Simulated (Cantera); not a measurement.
An isothermal, constant-pressure homogeneous reactor starts with 34.4 % CH4, 48.1 % CO2, 17.5 % H2, at 1600 K and 0.296 atm.

Detailed kinetics in Cantera: GRI-Mech 3.0 (53 species, 325 reactions).

x: mole fraction; the columns are a selection and need not sum to one.

```tsv
t (s)	x CH4	x CO2	x H2	x CO	x O	x HO2
3.00e-6	0.344	0.481	0.175	2.49e-8	<1e-12	<1e-12
1.11e-5	0.344	0.481	0.175	1.46e-7	<1e-12	<1e-12
4.08e-5	0.344	0.481	0.175	1.19e-6	<1e-12	<1e-12
0.000150	0.343	0.481	0.175	1.30e-5	<1e-12	<1e-12
0.000555	0.343	0.481	0.175	0.000146	3.51e-12	<1e-12
0.00205	0.341	0.479	0.176	?	1.08e-11	<1e-12
0.00755	0.329	0.471	0.181	0.00666	1.65e-11	<1e-12
0.0278	0.287	0.435	0.202	0.0277	2.04e-11	<1e-12
0.103	0.188	0.328	0.231	0.100	2.99e-11	<1e-12
0.378	0.0658	0.145	0.227	0.244	5.13e-11	<1e-12
1.40	0.0236	0.0814	0.281	0.322	6.44e-11	<1e-12
5.15	?	?	?	?	5.62e-11	<1e-12
19.0	0.00715	0.0306	0.418	0.445	4.95e-11	<1e-12
70.0	0.00177	0.0220	0.446	0.466	4.46e-11	<1e-12
```

**Question.** What belongs in the gaps?

**Answer.** 
- 0.00205, x CO: 0.00119
- 5.15, x CH4: 0.0152
- 5.15, x CO2: 0.0521
- 5.15, x H2: 0.356
- 5.15, x CO: 0.392
